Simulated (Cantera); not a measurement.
Stirred combustor or abatement burner

A perfectly stirred reactor is fed with CO : H2 : O2 : N2 = 1 : 0.049 : 0.53 : 1.99 (molar parts), at 750 Torr; it is adiabatic with a 725 K inlet, and is followed from long to short residence time, starting on the burning branch (τ in s: 0.24, 0.11, 0.047, 0.021, 0.0092, 0.0041, 0.0018, 0.00081, 0.00036, 0.00016, 7.1e-05, 3.1e-05, 1.4e-05).

Computed with Cantera and GRI-Mech 3.0 (53 species, 325 reactions).

```json
[
 {"τ (s)": "0.24", "T (K)": "2515", "x CO": "0.0645", "x H2": "0.000531", "x O2": "0.0284", "x HO2": "1.20e-6", "x NO2": "2.39e-6", "x NO": "0.00744"},
 {"τ (s)": "0.11", "T (K)": "2507", "x CO": "0.0657", "x H2": "0.000542", "x O2": "0.0292", "x HO2": "1.19e-6", "x NO2": "2.31e-6", "x NO": "0.00706"},
 {"τ (s)": "0.047", "T (K)": "2485", "x CO": "0.0687", "x H2": "0.000571", "x O2": "0.0309", "x HO2": "1.19e-6", "x NO2": "2.13e-6", "x NO": "0.00624"},
 {"τ (s)": "0.021", "T (K)": "2441", "x CO": "0.0745", "x H2": "0.000631", "x O2": "0.0341", "x HO2": "1.22e-6", "x NO2": "1.77e-6", "x NO": "0.00487"},
 {"τ (s)": "0.0092", "T (K)": "2355", "x CO": "0.0850", "x H2": "0.000746", "x O2": "0.0395", "x HO2": "1.42e-6", "x NO2": "1.12e-6", "x NO": "0.00292"},
 {"τ (s)": "0.0041", "T (K)": "2234", "x CO": "0.0985", "x H2": "0.000904", "x O2": "0.0458", "x HO2": "2.11e-6", "x NO2": "4.73e-7", "x NO": "0.00121"},
 {"τ (s)": "0.0018", "T (K)": "2089", "x CO": "0.113", "x H2": "0.00107", "x O2": "0.0516", "x HO2": "3.58e-6", "x NO2": "1.57e-7", "x NO": "0.000393"},
 {"τ (s)": "0.00081", "T (K)": "1935", "x CO": "0.126", "x H2": "0.00119", "x O2": "0.0564", "x HO2": "5.76e-6", "x NO2": "7.02e-8", "x NO": "0.000169"},
 {"τ (s)": "0.00036", "T (K)": "1762", "x CO": "0.140", "x H2": "0.00123", "x O2": "0.0619", "x HO2": "8.88e-6", "x NO2": "4.54e-8", "x NO": "9.91e-5"},
 {"τ (s)": "0.00016", "T (K)": "1552", "x CO": "0.164", "x H2": "0.00124", "x O2": "0.0744", "x HO2": "1.50e-5", "x NO2": "2.48e-8", "x NO": "4.39e-5"},
 {"τ (s)": "7.1e-5", "T (K)": "725", "x CO": "0.280", "x H2": "0.0137", "x O2": "0.149", "x HO2": "<1e-12", "x NO2": "<1e-12", "x NO": "<1e-12"},
 {"τ (s)": "3.1e-5", "T (K)": "725", "x CO": "0.280", "x H2": "0.0137", "x O2": "0.149", "x HO2": "<1e-12", "x NO2": "<1e-12", "x NO": "<1e-12"},
 {"τ (s)": "1.4e-5", "T (K)": "725", "x CO": "0.280", "x H2": "0.0137", "x O2": "0.149", "x HO2": "<1e-12", "x NO2": "<1e-12", "x NO": "<1e-12"}
]
```
x: mole fraction; the columns are a selection and need not sum to one.
